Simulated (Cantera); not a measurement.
Cantera run, input and output.

```python
import numpy as np
import cantera as ct

surf = ct.Interface("ptcombust.yaml", "Pt_surf")
gas = surf.adjacent["gas"]
gas.TPX = 300, 8300, {'H2': 0.03, 'O2': 0.086, 'N2': 0.79}
jet = ct.ImpingingJet(gas=gas, width=0.032, surface=surf)
jet.inlet.mdot, jet.inlet.T, jet.inlet.X = 0.068, 300, {'H2': 0.03, 'O2': 0.086, 'N2': 0.79}
jet.set_refine_criteria(ratio=10, slope=0.2, curve=0.3)
show, cover = ['H2', 'O2', 'H2O', 'OH'], ["PT(S)", "H(S)", "O(S)", "OH(S)", "CO(S)", "C(S)"]

rows = []
print(f"{'Ts/K':>7s}" + "".join(f"{s:>11s}" for s in show + cover) + "   (gas at the wall, coverages)")
for i, Ts in enumerate([600, 650, 700, 750, 800, 850, 900, 950]):
    jet.surface.T = Ts
    if i == 0:
        surf.TP = Ts, 8300
        surf.coverages = "PT(S):0.5, O(S):0.5"
        surf.advance_coverages(1.0)
        jet.set_initial_guess(products="inlet")
    jet.solve(loglevel=0, auto=(i == 0))
    rows.append([*(jet.X[gas.species_index(s), -1] for s in show), *surf[cover].coverages])
    print(f"{Ts:7g}" + "".join(f"{x:11.3e}" for x in rows[-1]))
```

Output:

```
   Ts/K         H2         O2        H2O         OH      PT(S)       H(S)       O(S)      OH(S)      CO(S)       C(S)   (gas at the wall, coverages)
    600  3.150e-03  6.281e-02  5.821e-02  1.174e-12  8.234e-02  2.872e-09  9.094e-01  8.283e-03  4.236e-21 -1.388e-24
    650  3.140e-03  6.288e-02  5.787e-02  1.516e-11  8.642e-02  4.575e-09  9.080e-01  5.547e-03  2.853e-18  2.043e-24
    700  3.081e-03  6.289e-02  5.766e-02  1.338e-10  9.203e-02  7.726e-09  9.040e-01  3.945e-03  1.541e-17  2.274e-25
    750  2.830e-03  6.269e-02  5.784e-02  8.548e-10  1.051e-01  1.439e-08  8.919e-01  3.043e-03  7.988e-18  1.144e-24
    800  2.324e-03  6.222e-02  5.853e-02  4.064e-09  1.348e-01  3.124e-08  8.626e-01  2.562e-03  4.723e-19  1.316e-24
    850  1.807e-03  6.173e-02  5.925e-02  1.529e-08  1.823e-01  7.196e-08  8.154e-01  2.262e-03  6.581e-17  1.163e-27
    900  1.429e-03  6.139e-02  5.973e-02  4.834e-08  2.412e-01  1.565e-07  7.568e-01  2.007e-03  1.644e-19  1.239e-23
    950  1.170e-03  6.117e-02  5.999e-02  1.336e-07  3.070e-01  3.138e-07  6.913e-01  1.769e-03  7.303e-20  5.108e-25
```

Computed with Cantera and Deutschmann's 1995 Pt surface mechanism with GRI-Mech 3.0 gas chemistry. Catalytic surfaces can have several steady states; this one follows from the mechanism file's or the stated starting coverage.
